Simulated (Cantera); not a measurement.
Input: 1 mol C6H6, 0.68 mol NH3, 25 mol N2, held at 150000 Pa.

These are equilibrium values from Cantera (NASA tables, ideal gas, pure condensed phases), not measurements of a reactor. Candidate condensed phases: C, C6H6, C7H8, C8H18; 92 gas species. The numbers say what is thermodynamically allowed, not how fast it happens.

Over these rows the condensed part is C(graphite). Partial pressures as log10 of bar:

```csv
T (K),1000/T (1/K),log p HCN,log p N2,log p H2
925,1.0811,-6.15,0.11,-0.72
1075,0.9302,-5.09,0.11,-0.69
1225,0.8163,-4.30,0.11,-0.69
1375,0.7273,?,0.11,-0.69
1525,0.6557,-3.19,0.11,-0.69
1675,0.5970,-2.79,0.11,-0.69
```

Task: Fit log p(HCN) = a + b·(1000/T) to the five rows, give the apparent enthalpy, and predict the row at 1375 K.

Result: Means: 1000/T = 0.8161, log p = -4.304. Sxy = -1.089275, Sxx = 0.1569768, so b = -6.94 and a = -4.304 − (-6.94)×0.8161 = 1.36.
Apparent enthalpy: −19.145 × (-6.94) = 133 kJ/mol. With the condensed phases at unit activity, C(graphite) + 1/2 N2(g) + 1/2 H2(g) = HCN(g) links this pressure to the main gases: over the six rows their terms move log p by +0.02 in all, so the slope is close to that reaction's ΔH°. The five rows lie within 0.01 of the line.
Prediction at 1375 K: 1.36 + (-6.94)×0.7273 = -3.69. The computed value is -3.68, 0.01 from the line.
